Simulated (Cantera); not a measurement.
# Halide evaporation, hydrolysis and transport: MgCl₂ + HCl + N₂

Charge: 1 mol MgCl₂, 1.2 mol HCl, 31 mol N₂, at 0.620 Pa.

Equilibrium computed with Cantera from the NASA thermochemical tables; the gas is ideal and each condensed phase is pure. Candidate condensed phases: Mg, MgCl₂, NH₄Cl; 18 gas species. The numbers say what is thermodynamically allowed, not how fast it happens.

```tsv
T (K)	x N₂	x HCl	x MgCl₂	x Cl	x H₂	n MgCl₂(s)
798	0.940	0.0364	0.0235	1.47e-7	7.53e-8	0.226
848	0.934	0.0361	0.0301	5.35e-7	2.70e-7	0
898	0.934	0.0361	0.0301	1.69e-6	8.47e-7	0
948	0.934	0.0361	0.0301	4.72e-6	2.36e-6	0
998	0.934	0.0361	0.0301	1.19e-5	5.96e-6	0
1048	0.934	0.0361	0.0301	2.76e-5	1.38e-5	0
1098	0.934	0.0361	0.0301	5.91e-5	2.95e-5	0
1148	0.934	0.0360	0.0301	0.000119	5.92e-5	0
1198	0.934	0.0359	0.0301	0.000225	0.000112	0
1248	0.934	0.0357	0.0301	0.000405	0.000200	0
1298	0.933	0.0354	0.0301	0.000697	0.000341	0
1348	0.933	0.0350	0.0301	0.00116	0.000548	0
1398	0.933	0.0344	0.0300	0.00188	0.000824	0
1448	0.932	0.0337	0.0297	0.00303	0.00112	0
```
x: gas mole fraction; n: condensed amount in mol.

At 798 K the condensed part is MgCl₂(s). From 848 K to 1448 K nothing is condensed. The main Mg-bearing gas is MgCl₂ throughout.
